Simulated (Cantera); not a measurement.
Feed: 1 mol Fe₃O₄, 2.8 mol C, 14 mol N₂, equilibrated at 1152 °C and 13.3 mbar.

Method: chemical equilibrium by Gibbs-energy minimisation in Cantera with the NASA 1993 tables (ideal gas, pure condensed phases). Candidate condensed phases: C, Fe, Fe(CO)₅, FeO, Fe₂O₃, Fe₃O₄; 27 gas species. Mutual solubility and eutectic melting of coexisting phases are not modelled. The tables' stoichiometric FeO is somewhat more stable than real wüstite, so its field is too wide. FeO: taken at fixed stoichiometry. Rates play no part.

Base state: N₂ 0.833, CO 0.142, CO₂ 0.0242 (mole fractions); condensed: Fe(γ) + FeO(s).

Problem. What changes in the equilibrium state with this change: temperature from 1152 °C to 1752 °C?

Solution. 
```tsv
species	before	after
N₂	0.833	0.803
CO	0.142	0.146
Fe	2.10e-6	0.0361
CO₂	0.0242	0.0147
FeO	2.30e-9	0.000360
NO	4.11e-9	2.56e-5
Fe(γ), mol	2.21	0
FeO(s), mol	0.793	0
Fe(l), mol	0	1.43
FeO(l), mol	0	0.937
```
Each liquid is taken as pure.

Problem. What changes in the equilibrium state with this change: C from 2.8 to 0.79 mol?

Solution. 
```json
[
 {"species": "N₂", "before": "0.833", "after": "0.947"},
 {"species": "CO", "before": "0.142", "after": "0.0392"},
 {"species": "CO₂", "before": "0.0242", "after": "0.0142"},
 {"species": "Fe(γ), mol", "before": "2.21", "after": "0"},
 {"species": "FeO(s), mol", "before": "0.793", "after": "3.00"}
]
```

Problem. What changes in the equilibrium state with this change: temperature from 1152 °C to 1702 °C?

Solution. 
```json
[
 {"species": "N₂", "before": "0.833", "after": "0.816"},
 {"species": "CO", "before": "0.142", "after": "0.148"},
 {"species": "Fe", "before": "2.10e-6", "after": "0.0206"},
 {"species": "CO₂", "before": "0.0242", "after": "0.0154"},
 {"species": "FeO", "before": "2.30e-9", "after": "0.000181"},
 {"species": "NO", "before": "4.11e-9", "after": "1.53e-5"},
 {"species": "Fe(γ), mol", "before": "2.21", "after": "0"},
 {"species": "FeO(s), mol", "before": "0.793", "after": "0"},
 {"species": "Fe(l), mol", "before": "0", "after": "1.71"},
 {"species": "FeO(l), mol", "before": "0", "after": "0.932"}
]
```
Each liquid is taken as pure.
